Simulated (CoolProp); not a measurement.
Vapour-liquid equilibrium of n-pentane (1) + cyclohexane (2) at 0.275 MPa; x and y are mole fractions of (1).

Values from CoolProp's multi-fluid Helmholtz-energy mixture model, Thol 2019 and Zhou 2014; pair parameters Bell 2016.

| x | bubble temperature (K) | y at the bubble point | dew temperature at overall composition x (K) | liquid density (mol/L) |
|---|---|---|---|---|
| 0.05 | 386.4 | … | 389.6 | 8.105 |
| 0.15 | … | 0.364 | 386.2 | 8.132 |
| 0.25 | 371.6 | … | 382.7 | 8.143 |
| 0.35 | 365.9 | 0.636 | … | 8.142 |
| 0.45 | 361.0 | 0.726 | 374.7 | 8.130 |
| 0.55 | … | 0.797 | 370.2 | 8.111 |
| 0.65 | 353.0 | 0.855 | 365.2 | 8.086 |
| 0.75 | 349.5 | 0.904 | … | 8.057 |
| 0.85 | 346.4 | 0.946 | 353.3 | 8.023 |
| 0.95 | … | 0.983 | 346.1 | 7.985 |

Complete the blanks.


- 0.05, y at the bubble point: 0.144
- 0.15, bubble temperature (K): 378.3
- 0.25, y at the bubble point: 0.520
- 0.35, dew temperature at overall composition x (K): 378.8
- 0.55, bubble temperature (K): 356.8
- 0.75, dew temperature at overall composition x (K): 359.6
- 0.95, bubble temperature (K): 343.4

No azeotrope shows between x = 0.05 and 0.95.

The pair parameters rest on a limited set of measurements; away from them the model extrapolates.
